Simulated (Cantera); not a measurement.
An isothermal, constant-pressure homogeneous reactor starts with 17.9 % CH4, 82.1 % H2, at 1473 K and 20.0 Torr.

Computed with Cantera and GRI-Mech 3.0 (53 species, 325 reactions). GRI-Mech 3.0 stops at C3 and has no aromatics, soot or wall deposition, so with more carbon than oxygen in the feed, carbon stays in small species such as C2H2 where larger ones or solid carbon would form. Radical loss at walls, strong at low pressure, is not modelled.

x: mole fraction; the columns are a selection and need not sum to one.

| t (s) | x CH4 | x H2 | x C2H2 | x C2H | x H | x C2H6 |
|---|---|---|---|---|---|---|
| 4.00e-5 | 0.179 | 0.821 | <1e-12 | <1e-12 | ? | <1e-12 |
| 0.000173 | 0.179 | 0.821 | <1e-12 | <1e-12 | ? | 1.56e-12 |
| 0.000752 | 0.179 | 0.821 | <1e-12 | <1e-12 | ? | 1.35e-10 |
| 0.00326 | 0.179 | 0.821 | 8.82e-12 | <1e-12 | ? | 1.06e-8 |
| 0.0141 | 0.179 | 0.821 | 4.95e-9 | <1e-12 | ? | 6.61e-7 |
| 0.0613 | 0.178 | 0.821 | 3.51e-6 | <1e-12 | ? | 1.31e-5 |
| 0.266 | 0.177 | 0.822 | 0.000347 | 2.70e-11 | 4.03e-5 | 2.27e-5 |
| 1.15 | 0.170 | 0.826 | 0.00327 | 2.57e-10 | 4.08e-5 | 2.12e-5 |
| 5.00 | 0.144 | 0.841 | 0.0144 | 1.17e-9 | 4.33e-5 | 1.60e-5 |

Question: Fill in the missing entries.

Answer: 
- 4.00e-5, x H: 3.77e-8
- 0.000173, x H: 1.28e-7
- 0.000752, x H: 5.18e-7
- 0.00326, x H: 2.21e-6
- 0.0141, x H: 9.28e-6
- 0.0613, x H: 3.06e-5
